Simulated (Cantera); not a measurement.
Charge: 1 mol SiHCl₃, 14 mol H₂, equilibrated at 1250 K and 10000 Pa.

These are equilibrium values from Cantera (NASA tables, ideal gas, pure condensed phases), not measurements of a reactor. Candidate condensed phases: Si; 19 gas species. The tables' values for SiCl₃ are old estimates; treat these amounts as uncertain. The numbers say what is thermodynamically allowed, not how fast it happens.

Base state: H₂ 0.891, HCl 0.0683, SiCl₄ 0.0150, SiCl₂ 0.0132, SiHCl₃ 0.00696, SiCl₃ 0.00525, SiH₂Cl₂ 0.000440 (mole fractions); condensed: Si(s).

### Question
What changes in the equilibrium state with this change: temperature from 1250 K to 873.15 K?

### Answer
| species | before | after |
|---|---|---|
| H₂ | 0.891 | 0.943 |
| SiCl₄ | 0.0150 | 0.0361 |
| SiHCl₃ | 0.00696 | 0.0155 |
| HCl | 0.0683 | 0.00470 |
| SiCl₂ | 0.0132 | 2.98e-5 |
| SiCl₃ | 0.00525 | 0.000135 |
| SiH₂Cl₂ | 0.000440 | 0.000608 |
| Si(s), mol | 0.363 | 0.203 |

### Question
What changes in the equilibrium state with this change: temperature from 1250 K to 1223 K?

### Answer
```
species       before     after
----------  --------  --------
H₂             0.891     0.897
HCl           0.0683    0.0617
SiCl₄         0.0150    0.0178
SiCl₂         0.0132    0.0103
SiHCl₃       0.00696   0.00799
SiCl₃        0.00525   0.00480
SiH₂Cl₂     0.000440  0.000478
Si(s), mol     0.363     0.356
```
